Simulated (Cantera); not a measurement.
Feed: 1 mol Fe2O3, 0.87 mol SO2, a varied amount of N2, at 1648.15 K and 1300 Pa.

Equilibrium computed with Cantera from the NASA thermochemical tables; the gas is ideal and each condensed phase is pure. Candidate condensed phases: Fe, FeO, FeS, FeSO4, FeS2, Fe2O3, Fe2(SO4)3, Fe3O4, S; 19 gas species. Equilibrium is a limit: real reactors are often held back by kinetics, nucleation or transport.

**Question.** At 2.3 mol N2, list the 7 most abundant gas species with their mole fractions, and the condensed phases.

**Answer.** N2 0.689, SO2 0.261, O2 0.0493, NO 0.00107, SO3 0.000124, O 4.94e-5, SO 3.18e-5. Condensed: Fe3O4(s).
